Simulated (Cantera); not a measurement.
**Ammonia decomposition in nitride growth gas**

An isothermal, constant-pressure homogeneous reactor starts with 4.17 % NH3, 95.8 % N2, at 2050 K and 0.0132 atm.

Computed with Cantera and the gas-phase N/H chemistry of the illustrative SiF4/NH3 mechanism in the Surface Chemkin manual (1991). Walls and surfaces, which speed up NH3 decomposition in real reactors, are not modelled.

```json
[
 {"t (s)": "1.00e-6", "x NH3": "0.0417", "x NH": "<1e-12", "x H2": "7.11e-11", "x NH2": "1.01e-8", "x N2H2": "<1e-12", "x N2": "0.958"},
 {"t (s)": "1.09e-5", "x NH3": "0.0417", "x NH": "<1e-12", "x H2": "7.97e-9", "x NH2": "1.17e-7", "x N2H2": "<1e-12", "x N2": "0.958"},
 {"t (s)": "0.000119", "x NH3": "0.0417", "x NH": "1.08e-10", "x H2": "6.12e-7", "x NH2": "1.80e-6", "x N2H2": "2.22e-12", "x N2": "0.958"},
 {"t (s)": "0.00130", "x NH3": "0.0416", "x NH": "3.19e-8", "x H2": "1.23e-5", "x NH2": "2.52e-5", "x N2H2": "7.87e-10", "x N2": "0.958"},
 {"t (s)": "0.0141", "x NH3": "0.0413", "x NH": "2.82e-6", "x H2": "0.000219", "x NH2": "0.000271", "x N2H2": "1.67e-7", "x N2": "0.958"},
 {"t (s)": "0.154", "x NH3": "0.0315", "x NH": "1.55e-5", "x H2": "0.0143", "x NH2": "0.000322", "x N2H2": "6.55e-7", "x N2": "0.954"},
 {"t (s)": "1.68", "x NH3": "0.00453", "x NH": "6.53e-6", "x H2": "0.0533", "x NH2": "5.53e-5", "x N2H2": "4.13e-8", "x N2": "0.942"},
 {"t (s)": "18.3", "x NH3": "2.96e-7", "x NH": "4.19e-8", "x H2": "0.0588", "x NH2": "3.44e-8", "x N2H2": "<1e-12", "x N2": "0.939"},
 {"t (s)": "200", "x NH3": "3.32e-9", "x NH": "2.07e-9", "x H2": "0.0575", "x NH2": "8.10e-10", "x N2H2": "<1e-12", "x N2": "0.938"}
]
```
x: mole fraction; the columns are a selection and need not sum to one.

Equilibrium at this temperature and pressure: NH3 3.29e-9, NH 2.05e-9, H2 0.0575, NH2 8.03e-10, N2H2 <1e-12, N2 0.938 (gas phase only).
